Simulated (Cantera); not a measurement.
Input (Python, Cantera) and output of one run.

```python
import numpy as np
import cantera as ct

gas_names = """
    Cu CuF CuF2 Cu2 F F2 N NF NF2 NF3 N2
""".split()
cond_names = """
    Cu(cr) Cu(L) CuF2(s) CuF2(L)
""".split()


# ... load() reads the species with a 1 bar reference pressure and builds the phases ...
atoms = {
    'CuF2': {'Cu': 1, 'F': 2},
    'N2': {'N': 2},
}
top_T = {}  # K; cautious upper limits of use, not melting points


# ... equilibrate(T, P, feed) seeds the gas with the atoms and calls Mixture.equilibrate('TP', solver="vcs", rtol=1e-11, max_steps=5000) ...
results = []
feed = {'CuF2': 1, 'N2': 400}  # mol
T = 1323  # K
P = 510  # Pa
mix = equilibrate(T, P, feed)
results.append((T, P, feed, dict(zip(mix.species_names, mix.species_moles))))
print(gas.report(threshold=0.0001))
for i in range(1, mix.n_phases):
    print(f"{mix.phase(i).name:16s} {mix.phase_moles(i):12.5e} mol")
```

It prints:

```
       temperature   1323 K
          pressure   510 Pa
           density   0.001307 kg/m^3
  mean mol. weight   28.19 kg/kmol
   phase of matter   gas

                          1 kg             1 kmol
                     ---------------   ---------------
          enthalpy         1.126e+06        3.1741e+07  J
   internal energy        7.3576e+05        2.0741e+07  J
           entropy            9997.6        2.8183e+05  J/K
    Gibbs function       -1.2101e+07       -3.4112e+08  J
 heat capacity c_p            1212.9             34191  J/K
 heat capacity c_v            917.94             25877  J/K

                      mass frac. Y      mole frac. X     chem. pot. / RT
                     ---------------   ---------------   ---------------
               CuF        0.00074624        0.00025485           -45.001
              CuF2         0.0080624         0.0022383            -72.33
                 F        0.00017176        0.00025485           -27.329
                N2           0.99102           0.99725           -30.916
     [   +7 minor]        1.6479e-09        8.3818e-10

Cu(cr)            0.00000e+00 mol
CuF2(L)           0.00000e+00 mol
```

These are equilibrium values from Cantera (NASA tables, ideal gas, pure condensed phases), not measurements of a reactor.
